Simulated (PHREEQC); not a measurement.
Synthetic water in mg/L, 25 °C, pH 6.67, pe -0.8:

| constituent | mg/L |
|---|---|
| Na | 2410 |
| K | 596 |
| Ca | 41.7 |
| Mg | 127 |
| Cl | 4660 |
| S(6) as SO4 | 196 |
| Alkalinity as HCO3 | 1.59e-05 |
| Br | 3.51 |

Valence states are taken as typed.

Equilibrium calculation in PHREEQC: ion-association model, phreeqc.dat.

Each row changes one thing in this solution. This is a speciation only: nothing precipitates in the calculation.

| case | Mg+2 (mol/kgw) | SO4-2 (mol/kgw) | NaSO4- (mol/kgw) | MgSO4 (mol/kgw) | KSO4- (mol/kgw) | CaSO4 (mol/kgw) | SI of Gypsum (CaSO4:2H2O) | SI of Halite (NaCl) |
|---|---|---|---|---|---|---|---|---|
| as made | 0.00505 | 0.00150 | 0.000262 | 0.000212 | 5.14e-5 | 3.08e-5 | -2.17 | -3.67 |
| pH from 6.67 to 6.37 at the same alkalinity | 0.00505 | 0.00150 | 0.000262 | 0.000212 | 5.14e-5 | 3.08e-5 | -2.17 | -3.67 |
| K from 596 to 1790 mg/L | 0.00508 | 0.00145 | 0.000244 | 0.000193 | 0.000144 | 2.78e-5 | -2.21 | -3.68 |
| all concentrations times 2 at the same typed pH | 0.0101 | 0.00270 | 0.000744 | 0.000489 | 0.000141 | 6.90e-5 | -1.81 | -3.11 |
